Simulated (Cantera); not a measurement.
Stirred combustor or abatement burner

A perfectly stirred reactor is fed with 2.90 % C3H8, 20.4 % O2, 76.7 % N2, at 4.93 atm; it is adiabatic with a 500 K inlet, and is followed from long to short residence time, starting on the burning branch (τ in s: 0.023, 0.012, 0.0065, 0.0035, 0.0019, 0.00099, 0.00053, 0.00029, 0.00015, 8.2e-05, 4.4e-05, 2.3e-05).

Detailed kinetics in Cantera: GRI-Mech 3.0 (53 species, 325 reactions). GRI-Mech 3.0 was tuned for natural gas; its chemistry of propane as a main component is partial and can be far from experiment.

| τ (s) | T (K) | x C3H8 | x O2 | x H2O | x CO2 | x C2H2 |
|---|---|---|---|---|---|---|
| 0.023 | 2048 | 4.80e-7 | 0.0572 | 0.111 | 0.0837 | 2.19e-6 |
| 0.012 | 2045 | 8.54e-7 | 0.0573 | 0.111 | 0.0834 | 3.29e-6 |
| 0.0065 | 2040 | 1.44e-6 | 0.0574 | 0.111 | 0.0830 | 4.52e-6 |
| 0.0035 | 2033 | 2.37e-6 | 0.0576 | 0.111 | 0.0824 | 5.95e-6 |
| 0.0019 | 2024 | 3.81e-6 | 0.0580 | 0.110 | 0.0815 | 7.54e-6 |
| 0.00099 | 2009 | 6.23e-6 | 0.0585 | 0.110 | 0.0802 | 9.52e-6 |
| 0.00053 | 1990 | 9.91e-6 | 0.0593 | 0.109 | 0.0783 | 1.18e-5 |
| 0.00029 | 1964 | 1.56e-5 | 0.0604 | 0.108 | 0.0758 | 1.46e-5 |
| 0.00015 | 1926 | 2.64e-5 | 0.0623 | 0.107 | 0.0719 | 1.89e-5 |
| 8.2e-5 | 1878 | 4.53e-5 | 0.0651 | 0.105 | 0.0665 | 2.55e-5 |
| 4.4e-5 | 1803 | 9.33e-5 | 0.0704 | 0.103 | 0.0574 | 4.15e-5 |
| 2.3e-5 | 500 | 0.0290 | 0.204 | <1e-12 | <1e-12 | <1e-12 |
x: mole fraction; the columns are a selection and need not sum to one.
